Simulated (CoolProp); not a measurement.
Saturation properties of carbon monoxide (Tc = 132.9 K, pc = 34.98 bar, ω = 0.050).

Values from CoolProp's reference Helmholtz-energy equation of state, Lemmon 2006. It is a short technical equation, of lower accuracy than the large ones.

```tsv
T (K)	p (bar)	liquid cp (kJ/(kg K))	vapour Z
101.7	6.160	2.336	0.8527
103.7	7.088	2.377	0.8374
105.8	8.165	2.428	0.8203
107.9	9.356	2.487	0.8020
109.9	10.60	2.555	0.7835
112	12.03	2.639	0.7628
114.1	13.59	2.742	0.7406
116.1	15.21	2.863	0.7179
118.2	17.06	3.024	0.6924
120.2	18.96	3.225	0.6660
122.3	21.12	3.513	0.6358
124.4	23.46	3.938	0.6023
126.4	25.85	4.591	0.5661
128.5	28.57	5.914	0.5213
130.6	31.51	9.767	0.4632
```

It boils at 81.6 K under 1 atm.
